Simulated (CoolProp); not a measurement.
Saturation properties of toluene.

Model: reference Helmholtz-energy equation of state, Lemmon 2006, in CoolProp. It is a short technical equation, of lower accuracy than the large ones.

| T (°C) | p (MPa) | liquid density (kg/m³) | vapour density (kg/m³) | enthalpy of vaporisation (kJ/kg) | liquid viscosity (µPa s) | liquid conductivity (mW/(m K)) |
|---|---|---|---|---|---|---|
| 6.15 | 0.001326 | 879.7 | 0.05269 | 424.1 | 705 | 136 |
| 13.65 | 0.002056 | 872.7 | 0.07962 | 419.6 | 636 | 133 |
| 21.05 | 0.003088 | 865.8 | 0.1167 | 415.2 | 579 | 131 |
| 28.55 | 0.004552 | 858.8 | 0.1679 | 410.8 | 529 | 129 |
| 36.05 | 0.006564 | 851.8 | 0.2366 | 406.3 | 486 | 127 |
| 43.45 | 0.009230 | 844.9 | 0.3254 | 402.0 | 448 | 125 |
| 50.95 | 0.01279 | 837.8 | 0.4415 | 397.5 | 415 | 123 |
| 58.35 | 0.01736 | 830.7 | 0.5870 | 393.1 | 386 | 121 |
| 65.85 | 0.02327 | 823.5 | 0.7717 | 388.7 | 359 | 119 |
| 73.35 | 0.03073 | 816.3 | 1.000 | 384.1 | 336 | 117 |
| 80.75 | 0.03988 | 809.1 | 1.276 | 379.6 | 315 | 115 |
| 88.25 | 0.05128 | 801.7 | 1.613 | 375.0 | 296 | 113 |

It boils at 110.6 °C under 1 atm.

Viscosity comes from a separate model (Avgeri 2015). Thermal conductivity comes from a separate model (Assael 2012).
